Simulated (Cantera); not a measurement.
Input (Python, Cantera):

```python
import numpy as np
import cantera as ct

surf = ct.Interface("ptcombust.yaml", "Pt_surf")
gas = surf.adjacent["gas"]
gas.TPX = 300, 48000, {'H2': 0.026, 'O2': 0.071, 'N2': 0.79}
jet = ct.ImpingingJet(gas=gas, width=0.039, surface=surf)
jet.inlet.mdot, jet.inlet.T, jet.inlet.X = 0.14, 300, {'H2': 0.026, 'O2': 0.071, 'N2': 0.79}
jet.set_refine_criteria(ratio=10, slope=0.2, curve=0.3)
show, cover = ['H2', 'O2', 'H2O', 'OH'], ["PT(S)", "H(S)", "O(S)", "OH(S)", "CO(S)", "C(S)"]

rows = []
print(f"{'Ts/K':>7s}" + "".join(f"{s:>11s}" for s in show + cover) + "   (gas at the wall, coverages)")
for i, Ts in enumerate([600, 650, 700, 750, 800]):
    jet.surface.T = Ts
    if i == 0:
        surf.TP = Ts, 48000
        surf.coverages = "PT(S):0.5, O(S):0.5"
        surf.advance_coverages(1.0)
        jet.set_initial_guess(products="inlet")
    jet.solve(loglevel=0, auto=(i == 0))
    rows.append([*(jet.X[gas.species_index(s), -1] for s in show), *surf[cover].coverages])
    print(f"{Ts:7g}" + "".join(f"{x:11.3e}" for x in rows[-1]))
```

Result:

```
   Ts/K         H2         O2        H2O         OH      PT(S)       H(S)       O(S)      OH(S)      CO(S)       C(S)   (gas at the wall, coverages)
    600  1.282e-03  4.981e-02  5.474e-02  6.680e-13  4.226e-02  2.739e-09  9.437e-01  1.401e-02  4.883e-26  1.119e-29
    650  1.275e-03  4.988e-02  5.440e-02  8.649e-12  4.434e-02  4.097e-09  9.462e-01  9.399e-03  5.276e-16  4.306e-24
    700  1.240e-03  4.991e-02  5.414e-02  7.630e-11  4.752e-02  6.721e-09  9.458e-01  6.713e-03  9.947e-17  3.707e-27
    750  1.098e-03  4.983e-02  5.411e-02  4.819e-10  5.599e-02  1.278e-08  9.387e-01  5.266e-03  6.378e-21  1.833e-24
    800  8.380e-04  4.962e-02  5.435e-02  2.197e-09  7.702e-02  3.018e-08  9.184e-01  4.602e-03  1.507e-16  1.033e-24
```

Model: Deutschmann's 1995 Pt surface mechanism with GRI-Mech 3.0 gas chemistry, integrated in Cantera. Catalytic surfaces can have several steady states; this one follows from the mechanism file's or the stated starting coverage.
